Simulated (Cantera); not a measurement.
Equilibrium for carbon deposition, reforming and gasification: C₂H₂ + H₂

Feed: 1 mol C₂H₂, a varied amount of H₂, at 27.0 bar.

Cantera equilibrium calculation (NASA polynomials, part measured and part estimated; ideal gas, pure solids and liquids). Candidate condensed phases: C, C₆H₆, C₇H₈, C₈H₁₈; 76 gas species. Equilibrium is a limit: real reactors are often held back by kinetics, nucleation or transport.

### Question
Map the stable condensed phases over T = 1050, 1200, 1350, 1500, 1650, 1800, 1950, 2100, 2250, 2400, 2550, 2700, 2850 K and n(H₂) in mol = 0.37, 0.58, 0.92, 1.5, 2.3, 3.7, 5.8, 9.2, 15, 23, 37, 58, 92.

### Answer
```
T in K \ n(H₂) in mol
         0.37 0.58 0.92  1.5  2.3  3.7  5.8  9.2   15   23   37   58   92
   2850     A    A    A    A    A    A    A    A    A    A    B    B    B
   2700     A    A    A    A    A    A    A    A    A    A    A    B    B
   2550     A    A    A    A    A    A    A    A    A    A    A    A    B
   2400     A    A    A    A    A    A    A    A    A    A    A    A    A
   2250     A    A    A    A    A    A    A    A    A    A    A    A    A
   2100     A    A    A    A    A    A    A    A    A    A    A    A    A
   1950     A    A    A    A    A    A    A    A    A    A    A    A    A
   1800     A    A    A    A    A    A    A    A    A    A    A    A    A
   1650     A    A    A    A    A    A    A    A    A    A    A    A    B
   1500     A    A    A    A    A    A    A    A    A    A    B    B    B
   1350     A    A    A    A    A    A    A    A    A    B    B    B    B
   1200     A    A    A    A    A    A    A    B    B    B    B    B    B
   1050     A    A    A    A    A    A    B    B    B    B    B    B    B
```
A: C; B: gas only.
